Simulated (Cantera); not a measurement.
A Cantera script and what it prints.

```python
import numpy as np
import cantera as ct

gas_names = """
    CL CL2 H HCL H2 N NH NH2 NH3 N2 N2H2 N2H4 Si SiCL SiCL2 SiCL3 SiCL4 SiH SiHCL3 SiH2 SiH2CL2 SiH3
    SiH3CL SiH4 SiN Si2 Si2N Si3
""".split()
cond_names = """
    NH4CL(a) NH4CL(b) Si(cr) Si(L) Si3N4(a)
""".split()


def load(file, names, dense=False):
    # The tables refer to 1 bar. Condensed volumes are neglected.
    table = {s.name: s for s in ct.Species.list_from_file(file)}
    out = []
    for n in names:
        d = dict(table[n].input_data)
        d["thermo"] = dict(d["thermo"], **{"reference-pressure": 1e5})
        if dense:
            d["equation-of-state"] = {"model": "constant-volume", "density": "1e6 g/cm^3"}
        out.append(ct.Species.from_dict(d))
    return out


gas = ct.Solution(thermo="ideal-gas", species=load("nasa_gas.yaml", gas_names))
cond = {s.name: ct.Solution(thermo="fixed-stoichiometry", species=[s], name=s.name)
        for s in load("nasa_condensed.yaml", cond_names, dense=True)}
atoms = {
    'SiH2Cl2': {'Si': 1, 'H': 2, 'CL': 2},
    'N2': {'N': 2},
}
top_T = {'Si3N4(a)': 2400}  # K; cautious upper limits of use, not melting points


def equilibrate(T, P, feed):
    n = {}
    for name, mol in feed.items():
        for a, k in atoms[name].items():
            n[a] = n.get(a, 0.0) + k * mol
    gas.TPX = T, P, n
    mass = sum(n.values()) * gas.mean_molecular_weight
    gas.equilibrate("TP")
    valid = [c for c in cond.values() if c.min_temp <= T <= top_T.get(c.name, c.max_temp)]
    mix = ct.Mixture([(gas, mass / gas.mean_molecular_weight)] + [(c, 0.0) for c in valid])
    mix.T, mix.P = T, P
    mix.equilibrate("TP", solver="vcs", rtol=1e-11, max_steps=5000)
    return mix


results = []
feed = {'SiH2Cl2': 1, 'N2': 14}  # mol
P = 86000  # Pa
for T in [948, 998, 1048, 1098, 1148, 1198, 1248, 1298, 1348, 1398, 1448, 1498, 1548, 1598]:
    mix = equilibrate(T, P, feed)
    results.append((T, P, feed, dict(zip(mix.species_names, mix.species_moles))))

top = {s: max(r[3][s] / sum(r[3][g] for g in gas_names) for r in results) for s in gas_names}
cols = sorted((s for s in top if top[s] > 1e-06), key=lambda s: -top[s])[:9]
seen = [c for c in cond_names if any(r[3].get(c, 0) > 1e-12 for r in results)]
print("log10 of partial pressures in bar; condensed amounts in mol")
print(f"{'T/K':>10s}" + "".join(f"{s[:9]:>10s}" for s in cols + seen))
for T, P, feed, n in results:
    ng = sum(n[g] for g in gas_names)
    print(f"{T:10.4g}" + "".join(f"{np.log10(max(n[s] / ng * P / 1e5, 1e-99)):10.3f}" for s in cols)
          + "".join(f"{n.get(c, 0):10.4g}" for c in seen))
```

It prints:

```
log10 of partial pressures in bar; condensed amounts in mol
       T/K        N2       HCL        H2     SiCL4     SiCL2     SiCL3    SiHCL3        CL         H  Si3N4(a)
       948    -0.119    -1.196    -1.610    -1.912    -8.425    -5.933    -4.672    -9.693   -10.086    0.2607
       998    -0.120    -1.185    -1.626    -1.927    -7.653    -5.485    -4.527    -9.070    -9.480    0.2632
      1048    -0.120    -1.175    -1.640    -1.942    -6.957    -5.081    -4.397    -8.507    -8.932    0.2654
      1098    -0.120    -1.167    -1.653    -1.956    -6.325    -4.714    -4.279    -7.994    -8.433    0.2674
      1148    -0.120    -1.159    -1.665    -1.969    -5.750    -4.381    -4.172    -7.526    -7.977    0.2691
      1198    -0.120    -1.153    -1.676    -1.982    -5.225    -4.077    -4.075    -7.097    -7.559    0.2705
      1248    -0.121    -1.147    -1.686    -1.995    -4.744    -3.798    -3.987    -6.702    -7.174    0.2717
      1298    -0.121    -1.142    -1.695    -2.009    -4.301    -3.543    -3.907    -6.338    -6.817    0.2726
      1348    -0.121    -1.138    -1.702    -2.026    -3.895    -3.311    -3.836    -6.002    -6.487     0.273
      1398    -0.121    -1.136    -1.708    -2.048    -3.521    -3.100    -3.773    -5.691    -6.179    0.2727
      1448    -0.121    -1.134    -1.711    -2.077    -3.179    -2.910    -3.722    -5.403    -5.891    0.2713
      1498    -0.121    -1.135    -1.711    -2.119    -2.867    -2.745    -3.682    -5.138    -5.620    0.2683
      1548    -0.122    -1.139    -1.706    -2.181    -2.588    -2.608    -3.660    -4.896    -5.364    0.2628
      1598    -0.122    -1.147    -1.694    -2.269    -2.342    -2.503    -3.659    -4.676    -5.121    0.2542
```

Method: chemical equilibrium by Gibbs-energy minimisation in Cantera with the NASA 1993 tables (ideal gas, pure condensed phases). N2 is the only nitrogen source here; it is nearly inert below about 1500 K, so the nitride shown seldom forms there in practice. The tables' values for SiCl3 are old estimates; treat these amounts as uncertain.
